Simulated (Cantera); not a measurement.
Input: 1 mol SiH₄, 0.67 mol NO, 3.2 mol N₂, equilibrated at 0.133 bar.

These are equilibrium values from Cantera (NASA tables, ideal gas, pure condensed phases), not measurements of a reactor. Candidate condensed phases: H₂O, Si, SiO₂, Si₂N₂O, Si₃N₄; 35 gas species. Mutual solubility and eutectic melting of coexisting phases are not modelled. The tables hold silica as quartz up to 1696 K and as liquid above; real silica turns to tridymite and cristobalite and melts near 1996 K. The numbers say what is thermodynamically allowed, not how fast it happens.

x: gas mole fraction; n: condensed amount in mol.

```
T (K)   x N₂   x H₂     x SiO       x H  n SiO₂(β-quartz)  n Si₂N₂O(s)  n SiO₂(condensed)
-----  -----  -----  --------  --------  ----------------  -----------  -----------------
1100   0.607  0.393  1.54e-11   4.44e-8             0.113        0.443                  0
1150   0.607  0.393  1.72e-10   1.28e-7             0.113        0.443                  0
1200   0.607  0.393   1.57e-9   3.39e-7             0.113        0.443                  0
1250   0.607  0.393   1.20e-8   8.30e-7             0.113        0.443                  0
1300   0.607  0.393   7.76e-8   1.90e-6             0.113        0.443                  0
1350   0.607  0.393   4.37e-7   4.09e-6             0.113        0.443                  0
1400   0.607  0.393   2.17e-6   8.35e-6             0.113        0.444                  0
1450   0.607  0.393   9.63e-6   1.62e-5             0.113        0.444                  0
1500   0.607  0.393       [?]       [?]             0.113        0.443                  0
1550   0.607  0.393       [?]       [?]             0.113        0.443                  0
1600   0.607  0.392  0.000474   9.33e-5             0.112        0.443                  0
1650   0.606  0.392   0.00148  0.000156             0.110        0.441                  0
1700   0.605  0.390   0.00430  0.000252                 0        0.436              0.105
```

### Question
What belongs in the gaps?

### Answer

- 1500, x SiO: 3.86e-5
- 1500, x H: 3.02e-5
- 1550, x SiO: 0.000141
- 1550, x H: 5.40e-5
